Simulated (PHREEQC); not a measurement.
Dissolve 0.051 mol MnSO4, 4.6e-05 mol NaF, 0.00031 mol Na2SO4 and 0.013 mol HNO3 per kg of water at 25 °C. Closed to the air; pH follows from the charge balance.

Computed with PHREEQC (ion-association model, wateq4f.dat).

The pH is 2.26 and the ionic strength is 0.131 mol/kgw. The total alkalinity comes out as -13.0 meq/kg.

```
species   molality  activity   log γ
--------  --------  --------  ------
Mn+2        0.0324    0.0120  -0.431
SO4-2       0.0264   0.00898  -0.468
MnSO4       0.0186    0.0192   0.013
NO3-        0.0130   0.00950  -0.136
H+         0.00669   0.00545  -0.089
HSO4-      0.00627   0.00476  -0.120
Na+       0.000638  0.000489  -0.115
HF         3.88e-5   4.00e-5   0.013
NaSO4-     2.85e-5   2.20e-5  -0.112
F-         6.62e-6   4.90e-6  -0.130
Mn(NO3)2   4.18e-6   4.31e-6   0.013
MnF+       5.32e-7   4.07e-7  -0.116
H2F2       4.05e-9   4.18e-9   0.013
NaF        1.34e-9   1.38e-9   0.013
```

This is a speciation only: nothing precipitates in the calculation.
